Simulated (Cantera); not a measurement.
An isothermal, constant-pressure homogeneous reactor starts with 0.490 % H₂, 77.7 % O₂, 21.8 % N₂, equivalence ratio 0.0032, at 1175 K and 10.00 Torr.

Detailed kinetics in Cantera: the H2/O2 subset of GRI-Mech 3.0, which has no nitrogen chemistry. Radical loss at walls, strong at low pressure, is not modelled.

One state of this run: x H₂ = 6.19e-8; x O₂ = 0.777; x H₂O = 0.00490; x H₂O₂ = 9.85e-10; x HO₂ = 1.92e-8. x: mole fraction; the columns are a selection and need not sum to one.

Question: Which value of t (s) does it belong to?
A) 0.000687
B) 0.0787
C) 9.00
D) 0.0305

Answer: C, 9.00
